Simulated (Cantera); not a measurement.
**Ignition delay**

Mixture: H2 : O2 : N2 = 1 : 0.704 : 2.54 (molar parts), equivalence ratio 0.71, at 5.00 bar, adiabatic and at constant volume. Ignition delay is the time to a rise of 400 K.

Computed with Cantera and GRI-Mech 3.0 (53 species, 325 reactions). The hydrogen kinetics of GRI-Mech 3.0 are dated; newer H2 mechanisms differ, most at raised pressure. Where the delays flatten at high temperature, the 400 K rule measures the pace of heat release, not the induction time.

```
T0 (K)  delay (ms)
------  ----------
1350       0.00483
1425       0.00348
1500       0.00268
1575       0.00216
1650       0.00181
```
